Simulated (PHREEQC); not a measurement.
Make-up at 5 °C: 0.22 mol HCl, 3e-05 mol CuSO4, 0.27 mol MgSO4 and 0.51 mol HNO3 per kg of water. It is in equilibrium with CO2 at log p = 0 (atm). Otherwise closed; pH follows from the charge balance.

Computed with PHREEQC (ion-association model, phreeqc.dat).

| Quantity | Value |
|---|---|
| pH | 0.39 |
| ionic strength | 1.26 mol/kgw |
| activity of water | 0.969 |
| density | 1.050 g/cm³ |
| total alkalinity | -730 meq/kg |

| species | molality | activity | log γ |
|---|---|---|---|
| H+ | 0.545 | 0.404 | -0.129 |
| NO3- | 0.510 | 0.277 | -0.265 |
| Mg+2 | 0.226 | 0.0739 | -0.485 |
| Cl- | 0.220 | 0.133 | -0.217 |
| HSO4- | 0.185 | 0.156 | -0.074 |
| CO2 | 0.0477 | 0.0638 | 0.126 |
| MgSO4 | 0.0441 | 0.0590 | 0.126 |
| SO4-2 | 0.0406 | 0.00591 | -0.836 |
| (CO2)2 | 2.66e-5 | 3.56e-5 | 0.126 |
| Cu+2 | 2.50e-5 | 5.04e-6 | -0.696 |
| CuSO4 | 3.92e-6 | 5.24e-6 | 0.126 |
| CuCl+ | 1.06e-6 | 6.33e-7 | -0.226 |
| HCO3- | 7.16e-8 | 4.66e-8 | -0.187 |

Precipitation was switched off in this run. The ionic strength is past about 0.7 mol/kgw, beyond the range of this activity model, so the values are rough. Away from 25 °C the constants follow the database's enthalpies or fits; those with neither stay at their 25 °C values.
